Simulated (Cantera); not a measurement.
A perfectly stirred reactor is fed with CO : H2 : O2 : N2 = 1 : 0.052 : 1.12 : 10.9 (molar parts), at 2.20 bar; it is adiabatic with a 698 K inlet, and is followed from long to short residence time, starting on the burning branch (τ in s: 0.44, 0.18, 0.073, 0.03, 0.012, 0.0049, 0.002, 0.00083, 0.00034, 0.00014, 5.6e-05, 2.3e-05, 9.4e-06).

Computed with Cantera and GRI-Mech 3.0 (53 species, 325 reactions). The hydrogen kinetics of GRI-Mech 3.0 are dated; newer H2 mechanisms differ, most at raised pressure.

### Question
Predict: blow-out, bracketed by the residence times tried; x(CO) at τ = 0.440 s; x(H2) at τ = 0.440 s; x(O2) at τ = 0.440 s; x(H2O2) at τ = 0.440 s; x(H2O) at τ = 0.440 s; x(CO) at τ = 2.00 ms; x(H2) at τ = 2.00 ms; x(O2) at τ = 2.00 ms.

### Answer
```json
{
 "blow_out_bracketed_by_the_residence_times_tried": "burning at 12.0 ms, out at 4.90 ms",
 "x(CO) at τ = 0.440 s": "0.000661",
 "x(H2) at τ = 0.440 s": "4.69e-6",
 "x(O2) at τ = 0.440 s": "0.0476",
 "x(H2O2) at τ = 0.440 s": "3.19e-8",
 "x(H2O) at τ = 0.440 s": "0.00411",
 "x(CO) at τ = 2.00 ms": "0.0765",
 "x(H2) at τ = 2.00 ms": "0.00398",
 "x(O2) at τ = 2.00 ms": "0.0857"
}
```
